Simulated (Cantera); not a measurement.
Input (Python, Cantera):

```python
import numpy as np
import cantera as ct

gas = ct.Solution("gri30.yaml", transport_model="multicomponent")
show = ['O', 'H2', 'N2']

rows = []
print(f"{'T/K':>7s}{'rho':>11s}{'cp':>10s}{'mu':>11s}{'lambda':>11s}{'Pr':>7s}" + "".join(f"{'D_' + s:>11s}" for s in show))
for T in [400, 600, 800, 1000, 1200, 1400]:
    gas.TPX = T, 500000, {'O2': 0.5}
    Pr = gas.cp_mass * gas.viscosity / gas.thermal_conductivity
    D = [gas.mix_diff_coeffs_mole[gas.species_index(s)] for s in show]
    rows.append([gas.density, gas.cp_mass, gas.viscosity, gas.thermal_conductivity, Pr, *D])
    print(f"{T:7g}{gas.density:11.4e}{gas.cp_mass:10.1f}{gas.viscosity:11.4e}"
          f"{gas.thermal_conductivity:11.4e}{Pr:7.3f}" + "".join(f"{d:11.4e}" for d in D))
print("SI units: kg/m3, J/kg/K, Pa s, W/m/K, m2/s")
```

It prints:

```
    T/K        rho        cp         mu     lambda     Pr        D_O       D_H2       D_N2
    400 4.8106e+00     941.4 2.5629e-05 3.3889e-02  0.712 1.1012e-05 2.6686e-05 6.9984e-06
    600 3.2071e+00    1002.6 3.4077e-05 4.8102e-02  0.710 2.1957e-05 5.2697e-05 1.4003e-05
    800 2.4053e+00    1054.7 4.1353e-05 6.1465e-02  0.710 3.5593e-05 8.5086e-05 2.2734e-05
   1000 1.9242e+00    1090.2 4.7912e-05 7.3669e-02  0.709 5.1651e-05 1.2324e-04 3.3017e-05
   1200 1.6035e+00    1114.2 5.3973e-05 8.4884e-02  0.708 6.9948e-05 1.6672e-04 4.4732e-05
   1400 1.3745e+00    1134.2 5.9661e-05 9.5570e-02  0.708 9.0346e-05 2.1522e-04 5.7793e-05
SI units: kg/m3, J/kg/K, Pa s, W/m/K, m2/s
```

Detailed kinetics in Cantera: GRI-Mech 3.0 (53 species, 325 reactions).
